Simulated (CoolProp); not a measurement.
A closed Brayton cycle with carbon dioxide: compressor inlet 317.15 K and 9.6 MPa, high pressure 26.9 MPa, turbine inlet 660 K, compressor efficiency 0.89, turbine efficiency 0.85, recuperator effectiveness 0.95 (on enthalpy, no pinch check). Each further row changes one setting.

Model: reference Helmholtz-energy equation of state, Span 1996, in CoolProp.

| case | thermal efficiency (%) | net work (kJ/kg) | compressor to turbine work | compressor exit (K) | turbine exit (K) |
|---|---|---|---|---|---|
| as stated | [?] | 62.9 | 0.35 | 368.9 | 555.4 |
| turbine inlet 610 K | [?] | [?] | [?] | 368.9 | [?] |
| compressor inlet 327.15 K | 25.8 | [?] | 0.48 | 403.3 | 555.4 |
| high pressure 22.9 MPa | 28.0 | [?] | 0.32 | 360.5 | 571.5 |
| recuperator effectiveness 0.5 | [?] | 62.9 | 0.35 | 368.9 | 555.4 |

Q: Some entries are withheld; supply them.

A: 
- as stated, thermal efficiency (%): 28.6
- turbine inlet 610 K, thermal efficiency (%): 25.6
- turbine inlet 610 K, net work (kJ/kg): 53.0
- turbine inlet 610 K, compressor to turbine work: 0.39
- turbine inlet 610 K, turbine exit (K): 508.9
- compressor inlet 327.15 K, net work (kJ/kg): 50.3
- high pressure 22.9 MPa, net work (kJ/kg): 56.4
- recuperator effectiveness 0.5, thermal efficiency (%): 19.5
